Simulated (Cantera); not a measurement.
A perfectly stirred reactor is fed with 5.30 % H2, 16.5 % O2, 77.8 % N2, 0.381 % H2O, at 0.480 bar; it is held at 923 K, and followed from long to short residence time.

Detailed kinetics in Cantera: GRI-Mech 3.0 (53 species, 325 reactions). Below about 950 K walls govern HO2 and H2O2 in real vessels. The temperature is held fixed by assumption; the heat of reaction is taken as removed at once.

Question: Predict: x(H2) at τ = 7.90 s; x(O2) at τ = 7.90 s; x(H2O2) at τ = 7.90 s; x(N2O) at τ = 7.90 s; x(H2) at τ = 90.0 ms; x(O2) at τ = 90.0 ms; x(H2O2) at τ = 90.0 ms; x(N2O) at τ = 90.0 ms.

Answer: 
- x(H2) at τ = 7.90 s = 0.00309
- x(O2) at τ = 7.90 s = 0.144
- x(H2O2) at τ = 7.90 s = 7.30e-5
- x(N2O) at τ = 7.90 s = 4.77e-8
- x(H2) at τ = 90.0 ms = 0.0174
- x(O2) at τ = 90.0 ms = 0.150
- x(H2O2) at τ = 90.0 ms = 0.000105
- x(N2O) at τ = 90.0 ms = 7.58e-9
